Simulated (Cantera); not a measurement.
Charge: 1 mol Si, 0.027 mol CO2, 12 mol H2, equilibrated at 1698 K and 0.100 bar.

Method: chemical equilibrium by Gibbs-energy minimisation in Cantera with the NASA 1993 tables (ideal gas, pure condensed phases). Candidate condensed phases: C, C6H6, C7H8, C8H18, H2O, Si, SiC, SiO2; 123 gas species. Mutual solubility and eutectic melting of coexisting phases are not modelled. Gases not in the tables: Si2H6 and higher silanes. Equilibrium is a limit: real reactors are often held back by kinetics, nucleation or transport.

Base state: H2 0.995, SiO 0.00425, H 0.000456, CO 0.000225, SiH2 1.39e-5 (mole fractions); condensed: Si(l) + SiC(s).

Question: What changes in the equilibrium state with this change: 0.63 mol NH3 added?

Answer: 
```csv
species,before,after
H2,0.995,0.984
N2,0,0.0150
SiO,0.00425,0.000594
CO,0.000225,3.15e-5
SiH2,1.39e-5,1.37e-5
H,0.000456,0.000454
"Si(l), mol",0.924,0.767
"SiC(s), mol",0.0243,0.0265
"Si2N2O(s), mol",0,0.0458
"Si3N4(s), mol",0,0.0357
```
Further candidate phases: Si2N2O, Si3N4.
